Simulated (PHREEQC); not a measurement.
Make-up at 63 °C: 1.1 mmol/kgw Cu(BF4)2, 4.2 mmol/kgw HNO3 and 0.47 mmol/kgw FeCl3. Closed to the air; pH follows from the charge balance.

Model: ion-association model, phreeqc.dat, run in PHREEQC.

Each row changes one thing in this solution. No solid was allowed to form.

| case | pH | ionic strength (mol/kgw) | FeOH+2 (mol/kgw) | Fe(OH)2+ (mol/kgw) | Fe+3 (mol/kgw) | FeCl+2 (mol/kgw) | SI of Goethite (FeOOH) | SI of Hematite (Fe2O3) |
|---|---|---|---|---|---|---|---|---|
| as made | 2.42 | 0.00775 | 1.55e-7 | 3.60e-8 | 1.90e-8 | 1.41e-9 | +1.38 | +4.93 |
| 0.0075 mol/kgw ZnCl2 added | 2.43 | 0.0288 | 1.96e-7 | 3.80e-8 | 2.85e-8 | (withheld) | +1.39 | +4.95 |
| Cu(BF4)2 replaced by KF at the same molality | 2.44 | 0.00585 | 2.65e-5 | 6.77e-6 | 2.91e-6 | 2.30e-7 | +3.69 | +9.55 |
| Cu(BF4)2 from 0.0011 to 0.00099 mol/kgw | 2.41 | 0.00747 | 1.81e-7 | 4.17e-8 | 2.22e-8 | 1.66e-9 | +1.44 | +5.05 |
| diluted 2-fold with water | 2.69 | (withheld) | 1.07e-7 | 5.01e-8 | 6.36e-9 | (withheld) | +1.81 | +5.79 |
| HNO3 from 0.0042 to 0.021 mol/kgw | 1.75 | 0.0241 | 6.61e-7 | 2.78e-8 | 4.46e-7 | 2.60e-8 | +0.58 | +3.33 |
| temperature from 63 to 20 °C | 2.36 | 0.00838 | 3.19e-8 | 1.50e-9 | 4.30e-8 | 9.61e-10 | +0.20 | +2.38 |
| Cu(BF4)2 left out | 2.36 | 0.00610 | 0.000344 | 7.27e-5 | 4.60e-5 | 3.59e-6 | +4.64 | +11.44 |

What belongs in the gaps?


- 0.0075 mol/kgw ZnCl2 added, FeCl+2 (mol/kgw): 1.79e-8
- diluted 2-fold with water, ionic strength (mol/kgw): 0.00396
- diluted 2-fold with water, FeCl+2 (mol/kgw): 2.66e-10

Species that the database lacks are ignored. Some of these states are supersaturated (in Hematite (slow to form), Goethite (slow to form), for instance). At this temperature some constants are extrapolated from 25 °C, and those without enthalpy data are left unchanged. Real BF4- forms and hydrolyses slowly; the run takes it at equilibrium. Fluoro complexes past AlF4- and FeF3 are missing from the database.
